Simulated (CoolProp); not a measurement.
Vapour-liquid equilibrium of carbon dioxide (1) + carbonyl sulfide (2) at 233 K; x and y are mole fractions of (1).

Values from CoolProp's multi-fluid Helmholtz-energy mixture model, Span 1996 and Lemmon 2006; pair parameters Bell 2016.

```csv
x,"bubble pressure, mixture model (kPa)","bubble pressure, Raoult's law (kPa)","y, mixture model","y, Raoult's law"
0.05,(withheld),199.7,(withheld),0.250
0.2,439.6,325.9,0.686,0.613
0.35,581.3,452.1,0.788,0.773
0.5,689.2,578.3,0.845,0.864
0.65,(withheld),704.5,0.888,0.922
0.8,(withheld),830.7,(withheld),0.962
0.95,(withheld),956.9,(withheld),0.992
```

Question: Some entries are withheld; supply them.

Answer: 
- 0.05, bubble pressure, mixture model (kPa): 240.9
- 0.05, y, mixture model: 0.365
- 0.65, bubble pressure, mixture model (kPa): 781.3
- 0.8, bubble pressure, mixture model (kPa): 870.5
- 0.8, y, mixture model: 0.931
- 0.95, bubble pressure, mixture model (kPa): 965.3
- 0.95, y, mixture model: 0.980

The largest gap from Raoult's law is +34.9 % in bubble pressure, at x = 0.2. No azeotrope shows between x = 0.05 and 0.95.

The pair parameters rest on a limited set of measurements; away from them the model extrapolates.
